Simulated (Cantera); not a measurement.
Feed: 1 mol CuO, 8.2 mol CO, 0.16 mol H₂, at 0.0100 bar.

Equilibrium computed with Cantera from the NASA thermochemical tables; the gas is ideal and each condensed phase is pure. Candidate condensed phases: C, C₆H₆, C₇H₈, C₈H₁₈, Cu, CuO, Cu(OH)₂, Cu₂O, H₂O; 113 gas species. Equilibrium is a limit: real reactors are often held back by kinetics, nucleation or transport.

Problem. Which condensed phases are stable at each of these points (T (K)): 1673, 1748, 1823, 1898, 1973, 2048, 2123, 2198, 2273?

Solution. 
| T (K) | condensed phases | Cu condensed (%) |
|---|---|---|
| 1673 | Cu(l) | 90.6 |
| 1748 | Cu(l) | 74.8 |
| 1823 | Cu(l) | 36.4 |
| 1898 | gas only | 0.0 |
| 1973 | gas only | 0.0 |
| 2048 | gas only | 0.0 |
| 2123 | gas only | 0.0 |
| 2198 | gas only | 0.0 |
| 2273 | gas only | 0.0 |

From 1673 K to 1823 K the condensed part is Cu(l). From 1898 K to 2273 K nothing is condensed.
